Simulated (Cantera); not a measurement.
**Thermodynamics of silicon epitaxy and polysilicon growth, feed Si3H8 + Cl2 + H2**

Charge: 1 mol Si3H8, 0.056 mol Cl2, 4 mol H2, at 98.0 mbar.

These are equilibrium values from Cantera (NASA tables, ideal gas, pure condensed phases), not measurements of a reactor. Candidate condensed phases: Si; 19 gas species. The feed counts by its element totals alone. The tables' values for SiCl3 are old estimates; treat these amounts as uncertain. Gases not in the tables: Si2H6 and higher silanes. Rates play no part.

```tsv
T (K)	log p H2	log p HCl	log p H	log p SiHCl3	log p SiCl2	log p SiCl4	n Si(s)	n Si(l)
1050	-1.01	-3.06	-8.60	-4.18	-4.83	-4.24	2.99	0
1150	-1.01	-2.93	-7.63	-4.72	-4.51	-4.94	2.99	0
1250	-1.01	-2.90	-6.82	-5.40	-4.39	-5.84	3.00	0
1350	-1.01	-2.90	-6.13	-6.05	-4.33	-6.69	3.00	0
1450	-1.01	-2.90	-5.53	-6.62	-4.30	-7.44	3.00	0
1550	-1.01	-2.90	-5.01	-7.11	-4.27	-8.09	3.00	0
1650	-1.01	-2.90	-4.55	-7.55	-4.24	-8.66	3.00	0
1750	-1.01	-2.90	-4.14	-7.97	-4.27	-9.21	0	3.00
```
log p: log10 of the partial pressure in bar; n: condensed amount in mol.

From 1050 K to 1650 K the condensed part is Si(s). At 1750 K the condensed part is Si(l). The main Si-bearing gas is SiHCl3 at 1050 K and SiCl2 at 1750 K.
